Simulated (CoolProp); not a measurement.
Dimethyl carbonate along the isotherm 326.85 °C: density (kg/m³) from the reference equation and from simpler models built on Tc = 283.9 °C, pc = 4.909 MPa, ω = 0.346; each cubic takes its own stable root.

Computed with CoolProp (reference Helmholtz-energy equation of state, Zhou 2011).

```tsv
p (MPa)	phase	reference	Redlich-Kwong	Soave-Redlich-Kwong	Peng-Robinson
0.46	gas	8.525	8.529	8.516	8.545
0.92	gas	17.52	17.54	17.49	17.61
1.38	gas	27.06	27.11	26.97	27.26
1.84	gas	37.21	(withheld)	37.04	37.57
2.3	gas	48.07	48.25	47.78	48.65
2.76	gas	59.78	60.08	59.30	60.61
3.22	gas	72.49	72.96	71.73	73.62
3.68	gas	86.43	87.15	85.24	87.86
4.14	gas	101.9	103.0	100.1	103.6
4.6	gas	119.2	120.9	116.5	(withheld)
5.06	supercritical	139.0	(withheld)	134.9	140.9
5.52	supercritical	161.7	166.5	155.9	(withheld)
5.98	supercritical	188.3	196.8	179.9	189.5
6.44	supercritical	219.4	234.4	207.6	219.5
6.9	supercritical	255.3	277.7	238.8	253.3
7.36	supercritical	295.6	318.9	272.0	289.3
```

### Question
Some entries are withheld; supply them.

### Answer

- 1.84, Redlich-Kwong: 37.31
- 4.6, Peng-Robinson: 121.1
- 5.06, Redlich-Kwong: 141.7
- 5.52, Peng-Robinson: 163.5
